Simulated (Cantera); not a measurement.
An adiabatic, constant-volume homogeneous reactor starts with 12.9 % CO, 0.751 % H2, 0.893 % CH4, 14.1 % O2, 53.2 % N2, 18.1 % CO2, equivalence ratio 0.61, at 1125 K and 26.6 atm.

Cantera simulation using GRI-Mech 3.0 (53 species, 325 reactions); the numbers are that mechanism's predictions, not measurements. The pressure lies above the range GRI-Mech 3.0 was tuned for (to about 10 atm).

**Question.** Predict: time of steepest temperature rise; temperature at 0.200 s; equilibrium temperature; x(CO) at 0.200 s; x(H2) at 0.200 s; x(NO) at 0.200 s; x(H2O) at 0.200 s.

**Answer.** 
```
Property                                                             Value
---------------------------------  ---------------------------------------
time of steepest temperature rise                                 0.677 ms
temperature at 0.200 s                                              2411 K
equilibrium temperature                                             2411 K
x(CO) at 0.200 s                   0.00440 (gas-phase equilibrium 0.00440)
x(H2) at 0.200 s                   5.79e-5 (gas-phase equilibrium 5.79e-5)
x(NO) at 0.200 s                   0.00857 (gas-phase equilibrium 0.00857)
x(H2O) at 0.200 s                    0.0263 (gas-phase equilibrium 0.0263)
```
